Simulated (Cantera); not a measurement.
Input (Python, Cantera):

```python
import numpy as np
import cantera as ct

gas = ct.Solution("gri30.yaml")
gas.TP = 300, 55000
flame = ct.CounterflowDiffusionFlame(gas, width=0.02)
flame.fuel_inlet.X, flame.fuel_inlet.T = {'CH4': 1}, 575
flame.oxidizer_inlet.X, flame.oxidizer_inlet.T = {'O2': 0.17, 'N2': 0.83}, 650
flame.set_refine_criteria(ratio=3, slope=0.12, curve=0.24, prune=0.03)
show = ['OH', 'H', 'NO', 'CO', 'C2H2']

rows = []
print(f"{'mdot':>8s}{'a_max':>10s}{'a_mean':>10s}{'Tmax/K':>9s}" + "".join(f"{s:>11s}" for s in show) + "   (peak mole fractions)")
for i, mdot in enumerate([0.14, 0.2, 0.29, 0.43, 0.62, 0.91, 1.3]):  # kg/m2/s on the oxidiser side
    flame.oxidizer_inlet.mdot, flame.fuel_inlet.mdot = mdot, 0.9 * mdot
    flame.solve(loglevel=0, auto=(i == 0))
    if flame.T.max() < max(575, 650) + 100:
        print(f"{mdot:8.3g}  no burning solution found from the previous one")
        break
    dT = np.abs(np.gradient(flame.T, flame.grid))
    rows.append([flame.strain_rate("max"), flame.strain_rate("mean"), flame.T.max(),
                 *(flame.X[gas.species_index(s)].max() for s in show), max(dT[0], dT[-1]) / dT.max()])
    print(f"{mdot:8.3g}{rows[-1][0]:10.1f}{rows[-1][1]:10.1f}{rows[-1][2]:9.1f}" + "".join(f"{x:11.3e}" for x in rows[-1][3:-1]))
```

It prints:

```
    mdot     a_max    a_mean   Tmax/K         OH          H         NO         CO       C2H2   (peak mole fractions)
    0.14     196.6      58.1   1965.5  5.984e-03  4.882e-03  1.620e-04  4.391e-02  9.777e-03
     0.2     275.5      83.0   1948.1  5.822e-03  5.012e-03  1.347e-04  4.396e-02  9.005e-03
    0.29     393.6     120.4   1928.1  5.577e-03  5.094e-03  1.056e-04  4.437e-02  8.095e-03
    0.43     574.0     178.5   1900.8  5.187e-03  5.029e-03  7.356e-05  4.510e-02  6.845e-03
    0.62     811.9     257.3   1861.7  4.573e-03  4.660e-03  4.325e-05  4.600e-02  5.207e-03
    0.91  no burning solution found from the previous one
```

Model: GRI-Mech 3.0 (53 species, 325 reactions), integrated in Cantera. GRI-Mech 3.0 has no aromatics or soot, which form on the fuel side of real flames. The maximum strain rate includes the flame's own expansion and is several times the mean. A flux with no burning solution from the previous one only brackets extinction.
